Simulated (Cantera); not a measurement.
Feed: 1 mol SiC, 0.17 mol H₂O, 9.6 mol H₂, at 1 atm.

Cantera equilibrium calculation (NASA polynomials, part measured and part estimated; ideal gas, pure solids and liquids). Candidate condensed phases: C, C₆H₆, C₇H₈, C₈H₁₈, H₂O, Si, SiC, SiO₂; 123 gas species. Mutual solubility and eutectic melting of coexisting phases are not modelled. The tables hold silica as quartz up to 1696 K and as liquid above; real silica turns to tridymite and cristobalite and melts near 1996 K. Gases not in the tables: Si₂H₆ and higher silanes. The numbers say what is thermodynamically allowed, not how fast it happens.

Which condensed phases are stable at each of these points (T (K)): 923, 1023, 1123, 1223, 1323, 1423, 1523, 1623, 1723, 1823, 1923, 2023?


```json
[
 {"T (K)": "923", "condensed phases": "SiC(s) + SiO₂(β-quartz)", "Si condensed (%)": "100.0"},
 {"T (K)": "1023", "condensed phases": "SiC(s) + SiO₂(β-quartz)", "Si condensed (%)": "100.0"},
 {"T (K)": "1123", "condensed phases": "SiC(s) + SiO₂(β-quartz)", "Si condensed (%)": "100.0"},
 {"T (K)": "1223", "condensed phases": "SiC(s) + SiO₂(β-quartz)", "Si condensed (%)": "100.0"},
 {"T (K)": "1323", "condensed phases": "C(graphite) + SiC(s) + SiO₂(β-quartz)", "Si condensed (%)": "100.0"},
 {"T (K)": "1423", "condensed phases": "SiC(s) + SiO₂(β-quartz)", "Si condensed (%)": "100.0"},
 {"T (K)": "1523", "condensed phases": "SiC(s) + SiO₂(β-quartz)", "Si condensed (%)": "99.9"},
 {"T (K)": "1623", "condensed phases": "SiC(s) + SiO₂(β-quartz)", "Si condensed (%)": "98.8"},
 {"T (K)": "1723", "condensed phases": "SiC(s) + SiO₂(condensed)", "Si condensed (%)": "91.8"},
 {"T (K)": "1823", "condensed phases": "SiC(s)", "Si condensed (%)": "91.5"},
 {"T (K)": "1923", "condensed phases": "SiC(s)", "Si condensed (%)": "91.5"},
 {"T (K)": "2023", "condensed phases": "SiC(s)", "Si condensed (%)": "91.4"}
]
```

From 923 K to 1223 K the condensed part is SiC(s) + SiO₂(β-quartz). At 1323 K the condensed part is C(graphite) + SiC(s) + SiO₂(β-quartz). From 1423 K to 1623 K the condensed part is SiC(s) + SiO₂(β-quartz). At 1723 K the condensed part is SiC(s) + SiO₂(condensed). From 1823 K to 2023 K the condensed part is SiC(s).
